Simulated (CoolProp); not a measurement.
R1224YDZ along the isobar 19.2 MPa: density (kg/m³) from the reference equation and from simpler models built on Tc = 428.7 K, pc = 3.334 MPa, ω = 0.325; each cubic takes its own stable root.

The numbers come from the reference Helmholtz-energy equation of state, Akasaka 2023 in CoolProp.

```csv
T (K),phase,reference,van der Waals,Redlich-Kwong,Soave-Redlich-Kwong,Peng-Robinson
375.5,liquid,1238,832.2,1116,1137,1274
382,liquid,1222,826.5,1103,1122,1257
388.5,liquid,1206,820.7,1090,1107,1239
395.1,liquid,1189,814.9,1077,1092,1221
401.6,liquid,1172,809.1,1064,1076,1203
408.1,liquid,1156,803.3,1051,1061,1184
414.6,liquid,1139,797.4,1038,1045,1165
421.1,liquid,1122,791.5,1025,1028,1146
427.6,liquid,1105,785.6,1011,1012,1127
434.1,supercritical,1087,779.6,998.0,995.2,1107
440.6,supercritical,1070,773.6,984.7,978.4,1087
447.1,supercritical,1053,767.6,971.3,961.5,1067
453.6,supercritical,1035,761.6,957.9,944.5,1047
460.1,supercritical,1017,755.5,944.5,927.4,1026
466.6,supercritical,999.5,749.4,931.1,910.2,1006
473.1,supercritical,981.8,743.3,917.8,893.0,985.5
```
